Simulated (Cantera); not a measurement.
# Premixed flame

A freely propagating, adiabatic, planar premixed flame of H₂ : O₂ : N₂ = 1 : 0.943 : 3.55 (molar parts), equivalence ratio 0.53, unburnt at 623 K and 0.207 atm; mixture-averaged transport, grid criteria slope 0.08 and curve 0.16, no radiation.

Detailed kinetics in Cantera: the H2/O2 subset of GRI-Mech 3.0, which has no nitrogen chemistry. Burning velocities carry a grid error of a few per cent, more on coarse grids. Lean hydrogen flames are cellular in practice and burn faster than this planar one.

| z (mm) | T (K) | u (m/s) | x H₂ | x O₂ | x OH | x H₂O₂ | x O | x HO₂ |
|---|---|---|---|---|---|---|---|---|
| -10.2 | 623 | 4.38 | 0.182 | 0.172 | <1e-8 | <1e-8 | <1e-8 | <1e-8 |
| -6.83 | 623 | 4.38 | 0.182 | 0.172 | <1e-8 | <1e-8 | <1e-8 | <1e-8 |
| -5.12 | 623 | 4.38 | 0.182 | 0.172 | <1e-8 | <1e-8 | <1e-8 | 1.67e-8 |
| -3.42 | 623 | 4.38 | 0.182 | 0.172 | <1e-8 | <1e-8 | 1.51e-8 | 1.83e-6 |
| -1.71 | 639 | 4.47 | 0.178 | 0.172 | 5.68e-5 | 1.66e-6 | 1.63e-5 | 7.68e-5 |
| -0.854 | 777 | 5.35 | 0.151 | 0.168 | 0.000419 | 1.86e-6 | 0.000396 | 5.19e-5 |
| 0 | 1085 | 7.29 | 0.0728 | 0.137 | 0.00264 | 1.64e-6 | 0.00580 | 2.82e-5 |
| 0.854 | 1324 | 8.80 | 0.0209 | 0.0998 | 0.00636 | 1.70e-6 | 0.0138 | 1.71e-5 |
| 1.71 | 1443 | 9.55 | 0.0135 | 0.0917 | 0.00809 | 1.15e-6 | 0.0150 | 1.33e-5 |
| 3.42 | 1570 | 10.3 | 0.0115 | 0.0890 | 0.00969 | 6.42e-7 | 0.0131 | 1.02e-5 |
| 6.83 | 1692 | 11.0 | 0.00909 | 0.0875 | 0.0105 | 3.36e-7 | 0.0100 | 7.56e-6 |
| 13.7 | 1797 | 11.6 | 0.00615 | 0.0869 | 0.0101 | 1.84e-7 | 0.00655 | 5.11e-6 |
| 27.3 | 1875 | 12.0 | 0.00342 | 0.0871 | 0.00833 | 1.08e-7 | 0.00357 | 3.06e-6 |
x: mole fraction of selected species; z is measured from the peak of heat release.

```
Item                         Value
------------------------  --------
laminar burning velocity  438 cm/s
thermal thickness          3.42 mm
peak x(OH)                  0.0105
peak x(H₂O₂)               2.26e-6
peak x(O)                   0.0151
peak x(HO₂)                7.68e-5
```
